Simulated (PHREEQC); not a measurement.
## Brackish or sea water: speciation

Model water analysis in mg/L, 25 °C, pH 6.64, pe 11.5: Na 4460; K 116; Ca 1610; Mg 221; Cl 9110; S(6) as SO4 2030; Alkalinity as HCO3 0.323; B 8.48.

Valence states are taken as typed.

Computed with PHREEQC (ion-association model, phreeqc.dat).

No solid was allowed to form.

Task: What ionic strength, activity of water does the model give?

Result: ionic strength 0.343 mol/kgw; activity of water 0.991.

Task: In which forms is Ca present?

Result: Ca+2 88 %, CaSO4 12 % of the Ca.
